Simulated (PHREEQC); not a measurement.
Solution (25 °C): 0.18 mol KOH per kg of water. Closed to the air; pH follows from the charge balance.

All values are PHREEQC results (ion-association model, wateq4f.dat), not measurements.

This is a speciation only: nothing precipitates in the calculation.

Q: Predict the pH, activity of water.

A: pH 13.11; activity of water 0.994.
